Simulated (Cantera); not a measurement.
A perfectly stirred reactor is fed with CO : O2 : H2O : N2 = 0.029 : 0.066 : 0.087 : 1 (molar parts), equivalence ratio 0.22, at 10.0 bar; it is held at 875 K, and followed from long to short residence time.

Model: GRI-Mech 3.0 (53 species, 325 reactions), integrated in Cantera.

One state of this run: x CO = 0.0226; x O2 = 0.0549; x H2O = 0.0737; x NO2 = <1e-12; x N2O = 1.89e-9; x OH = 7.16e-10. x: mole fraction; the columns are a selection and need not sum to one.

Q: Which value of τ (s) does it belong to?
A. 0.017
B. 2.5
C. 0.13
D. 0.046

A: B, 2.5
